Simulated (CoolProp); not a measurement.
A Linde-Hampson liquefier for nitrogen: isothermal reversible compression at 200 K from 1 atm to 15 MPa, throttling to 1 atm, return gas leaving the recuperator 10 K below the feed. Each further row changes one setting.

Values from CoolProp's reference Helmholtz-energy equation of state, Span 2000.

| case | liquid yield per pass | compression work (kJ/kg of gas) |
|---|---|---|
| as stated | 0.176 | 282 |
| high pressure 30 MPa | 0.233 | 320 |
| warm-end temperature 230 K | 0.109 | 332 |
| warm-end gap 15 K | 0.162 | 282 |
